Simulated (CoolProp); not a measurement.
Sulfur hexafluoride at 244.84 K and 0.368 MPa flows at 0.06 m/s in a round tube of 6 mm bore and 0.25 µm roughness, fully developed (64/Re and Nu = 3.66 if laminar; Colebrook and Gnielinski if turbulent). Each further row changes one setting.

Model: reference Helmholtz-energy equation of state, Guder 2009, in CoolProp.

```csv
case,Reynolds number,Darcy friction factor,pressure drop (Pa/m),heat-transfer coefficient (W/(m² K)),mass flow (kg/h)
as stated,807,0.0793,0.685,5.58,0.176
velocity 0.12 m/s,1610,0.0396,1.37,5.58,0.352
diameter 12 mm,1610,0.0396,0.171,2.79,0.704
```

Viscosity comes from a separate model (Quiñones-Cisneros 2012). Thermal conductivity comes from a separate model (Assael 2012).
